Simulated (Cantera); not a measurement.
## Catalytic combustion on Pt

An isothermal plug-flow reactor at 998 K and 3750 Torr (inlet), inlet velocity 1.1 m/s, active area per volume 330 1/m; feed 0.728 % CO, 12.1 % O2, 87.1 % N2.

Model: Deutschmann's 1995 Pt surface mechanism with GRI-Mech 3.0 gas chemistry, integrated in Cantera. Catalytic surfaces can have several steady states; this one follows from the mechanism file's or the stated starting coverage. Mass transfer to the wall is taken as infinitely fast.

```csv
z (m),x CO,x O2,x H2O,x CO2,θ free Pt,θ O*,θ CO*
8.1e-05,0.00464,0.120,<1e-12,0.00265,0.172,0.824,0.00395
0.00014,0.00395,0.120,<1e-12,0.00334,0.157,0.840,0.00274
0.00025,0.00307,0.119,<1e-12,0.00422,0.144,0.855,0.00176
0.00045,0.00209,0.119,<1e-12,0.00521,0.133,0.866,0.00101
0.00081,0.00114,0.119,<1e-12,0.00617,0.125,0.875,0.000481
0.0014,0.000460,0.118,<1e-12,0.00684,0.120,0.880,0.000180
0.0025,9.35e-5,0.118,<1e-12,0.00721,0.118,0.882,3.50e-5
0.0045,5.46e-6,0.118,<1e-12,0.00730,0.117,0.883,2.02e-6
0.0081,3.33e-8,0.118,<1e-12,0.00731,0.117,0.883,1.23e-8
```
x: gas mole fraction; θ: surface coverage.
